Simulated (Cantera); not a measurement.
# Equilibrium for boron, boron nitride and boron oxide: borazine + O2 + N2

Charge: 1 mol borazine, 0.47 mol O2, 0.6 mol N2, held at 1273.15 K.

Method: chemical equilibrium by Gibbs-energy minimisation in Cantera with the NASA 1993 tables (ideal gas, pure condensed phases). Candidate condensed phases: B, BN, B2O3, B3O3H3, H2O; 39 gas species. The feed counts by its element totals alone. Mutual solubility and eutectic melting of coexisting phases are not modelled. Gases not in the tables: H3BO3. Equilibrium is a limit: real reactors are often held back by kinetics, nucleation or transport.

From 10.0 Pa to 100000 Pa the condensed part is BN(s) + B2O3(l).

```tsv
P (Pa)	x H2	x N2	x H2O	x HBO2	x HBO	x B2O3	x H	n BN(s)	n B2O3(l)
10	0.762	0.232	0.000188	0.00303	0.00128	0.000872	6.24e-5	2.38	0.300
37	0.764	0.233	0.000291	0.00196	0.000534	0.000236	3.25e-5	2.38	0.306
140	0.765	0.233	0.000454	0.00126	0.000220	6.23e-5	1.67e-5	2.38	0.309
520	0.765	0.233	0.000703	0.000814	9.17e-5	1.68e-5	8.67e-6	2.38	0.310
1900	0.765	0.233	0.00108	0.000528	3.87e-5	4.59e-6	4.54e-6	2.38	0.310
7200	0.765	0.233	0.00169	0.000339	1.59e-5	1.21e-6	2.33e-6	2.38	0.310
27000	0.764	0.233	0.00262	0.000218	6.59e-6	3.23e-7	1.20e-6	2.38	0.309
100000	0.763	0.232	0.00405	0.000141	2.75e-6	8.72e-8	6.25e-7	2.38	0.308
```
x: gas mole fraction; n: condensed amount in mol.
